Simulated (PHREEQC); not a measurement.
## Hard or scaling water: speciation

A solution holds 0.0018 mol/kgw CaSO4, 0.0002 mol/kgw Na2HPO4 and 0.07 mol/kgw NaCl, at 25 °C. Closed to the air; pH follows from the charge balance.

Model: ion-association model, phreeqc.dat, run in PHREEQC.

No solid was allowed to form.

Problem. Predict the pH, specific conductance, density.

Solution. pH 8.09; specific conductance 7840 µS/cm; density 1.000 g/cm³.

Problem. In which forms is Ca present?

Solution. Ca+2 94 %, CaSO4 4.2 %, CaHPO4 1.3 % of the Ca.

Saturation is exceeded, for instance for Hydroxyapatite; the values hold only as long as no solid forms.
